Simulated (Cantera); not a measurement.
Charge: 1 mol AlN, 1.9 mol H₂O, held at 1773 K and 13300 Pa.

Equilibrium computed with Cantera from the NASA thermochemical tables; the gas is ideal and each condensed phase is pure. Candidate condensed phases: Al, AlN, Al₂O₃, H₂O; 35 gas species. Gases not in the tables: Al(OH)₃. Equilibrium is a limit: real reactors are often held back by kinetics, nucleation or transport.

Base state: H₂ 0.625, N₂ 0.208, H₂O 0.167, H 0.000616, OH 1.02e-5 (mole fractions); condensed: Al₂O₃(s).

What changes in the equilibrium state with this change: temperature from 1773 K to 1925 K?


| species | before | after |
|---|---|---|
| H₂ | 0.625 | 0.623 |
| N₂ | 0.208 | 0.208 |
| H₂O | 0.167 | 0.166 |
| H | 0.000616 | 0.00207 |
| OH | 1.02e-5 | 4.77e-5 |
| Al₂O₃(s), mol | 0.500 | 0.500 |

What changes in the equilibrium state with this change: pressure from 13300 Pa to 130 Pa?


```tsv
species	before	after
H₂	0.625	0.620
N₂	0.208	0.208
H₂O	0.167	0.166
H	0.000616	0.00621
OH	1.02e-5	0.000103
Al₂O₃(s), mol	0.500	0.500
```
